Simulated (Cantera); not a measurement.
Cantera run:

```python
import numpy as np
import cantera as ct

gas_names = """
    H H2 N NH NH2 NH3 N2 N2H2 N2H4 Zr ZrN
""".split()
cond_names = """
    Zr(a) Zr(b) Zr(L) ZrN(s) ZrN(L)
""".split()


# ... load() reads the species with a 1 bar reference pressure and builds the phases ...
atoms = {
    'Zr': {'Zr': 1},
    'NH3': {'N': 1, 'H': 3},
}
top_T = {}  # K; cautious upper limits of use, not melting points


# ... equilibrate(T, P, feed) seeds the gas with the atoms and calls Mixture.equilibrate('TP', solver="vcs", rtol=1e-11, max_steps=5000) ...
results = []
feed = {'Zr': 1, 'NH3': 0.88}  # mol
T = 2173.15  # K
P = 4.6  # Pa
mix = equilibrate(T, P, feed)
results.append((T, P, feed, dict(zip(mix.species_names, mix.species_moles))))
x = sorted(zip(gas.X, gas.species_names), reverse=True)
print(f"T = {T:g} K  P = {P:g} Pa  gas = {mix.phase_moles(0):.4g} mol")
print("   x: " + "  ".join(f"{s} {v:.3e}" for v, s in x if v > 1e-05))
print("   condensed (mol): " + ("  ".join(f"{mix.phase(i).name} {mix.phase_moles(i):.4g}"
      for i in range(1, mix.n_phases) if mix.phase_moles(i) > 1e-12) or "none"))
```

Output:

```
T = 2173.15 K  P = 4.6 Pa  gas = 1.765 mol
   x: H 5.020e-01  H2 4.969e-01  Zr 9.266e-04  N2 2.159e-04
   condensed (mol): Zr(L) 0.1191  ZrN(s) 0.8792
```

These are equilibrium values from Cantera (NASA tables, ideal gas, pure condensed phases), not measurements of a reactor. Mutual solubility and eutectic melting of coexisting phases are not modelled. ZrN: taken at fixed stoichiometry. Condensed phases not in the tables: N, O or C dissolved in the metal.
